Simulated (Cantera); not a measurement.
What does this Cantera script print?

```python
import numpy as np
import cantera as ct

gas = ct.Solution("gri30.yaml")
gas.TPX = 623, 140000, {'CH4': 1, 'C2H6': 0.24, 'C3H8': 0.36, 'O2': 3.31, 'N2': 14.9}
flame = ct.FreeFlame(gas, width=0.032)
flame.set_refine_criteria(ratio=3, slope=0.08, curve=0.16)
flame.transport_model = "unity-Lewis-number"
flame.solve(loglevel=0, auto=True)
z, T = flame.grid, flame.T
thick = (T[-1] - T[0]) / np.gradient(T, z).max()
show = ['CH4', 'C2H6', 'C3H8', 'NO', 'H2', 'CH2CO']
print(f"laminar burning velocity  {flame.velocity[0] * 100:.3f} cm/s")
print(f"burnt temperature         {T[-1]:.1f} K")
print(f"thermal thickness         {thick * 1e3:.4f} mm")
print(f"grid points               {len(z)}")
z0 = z[flame.heat_release_rate.argmax()]
print(f"{'z/mm':>9s}{'T/K':>9s}{'u/(m/s)':>9s}" + "".join(f"{s:>11s}" for s in show))
rows = []
for k in (-3, -2, -1.5, -1, -0.5, -0.25, 0, 0.25, 0.5, 1, 2, 4, 8):
    zz = z0 + k * thick
    rows.append([k * thick, np.interp(zz, z, T), np.interp(zz, z, flame.velocity),
                 *(np.interp(zz, z, flame.X[gas.species_index(s)]) for s in show)])
    print(f"{rows[-1][0] * 1e3:9.3f}{rows[-1][1]:9.1f}{rows[-1][2]:9.3f}" + "".join(f"{x:11.3e}" for x in rows[-1][3:]))
```

Result:

```
laminar burning velocity  44.633 cm/s
burnt temperature         2089.6 K
thermal thickness         0.4700 mm
grid points               137
     z/mm      T/K  u/(m/s)        CH4       C2H6       C3H8         NO         H2      CH2CO
   -1.410    624.0    0.447  5.044e-02  1.210e-02  1.815e-02  1.461e-08  3.978e-05  7.127e-07
   -0.940    632.3    0.453  5.015e-02  1.202e-02  1.800e-02  1.352e-07  3.561e-04  6.379e-06
   -0.705    660.3    0.474  4.913e-02  1.173e-02  1.748e-02  5.957e-07  1.438e-03  2.576e-05
   -0.470    789.0    0.572  4.442e-02  1.036e-02  1.504e-02  3.512e-06  6.480e-03  1.162e-04
   -0.235   1210.5    0.907  2.845e-02  5.786e-03  7.013e-03  1.867e-05  2.356e-02  4.277e-04
   -0.117   1557.0    1.197  1.502e-02  2.025e-03  1.555e-03  3.319e-05  3.711e-02  6.018e-04
    0.000   1871.5    1.466  3.164e-03  7.014e-05  1.161e-05  5.342e-05  4.482e-02  2.161e-04
    0.117   1994.6    1.568  2.543e-04  2.899e-07  1.186e-09  8.185e-05  4.505e-02  1.764e-05
    0.235   2023.9    1.591  2.333e-05  2.527e-09  6.261e-14  1.044e-04  4.610e-02  2.193e-06
    0.470   2042.5    1.604  8.952e-07  3.870e-12  1.766e-18  1.259e-04  4.768e-02  1.283e-07
    0.940   2058.9    1.615  2.459e-08  3.389e-15  2.495e-22  1.386e-04  4.831e-02  3.160e-09
    1.880   2072.9    1.624  4.462e-10  1.002e-17  3.213e-26  1.433e-04  4.856e-02  3.748e-11
    3.760   2082.1    1.630  1.468e-11  1.574e-19  1.309e-29  1.433e-04  4.872e-02  6.254e-13
```

Detailed kinetics in Cantera: GRI-Mech 3.0 (53 species, 325 reactions). GRI-Mech 3.0 was tuned for natural gas; its chemistry of propane as a main component is partial and can be far from experiment. Unity Lewis numbers drop preferential diffusion, which matters most where H2 and H carry the flame. Burning velocities carry a grid error of a few per cent, more on coarse grids.
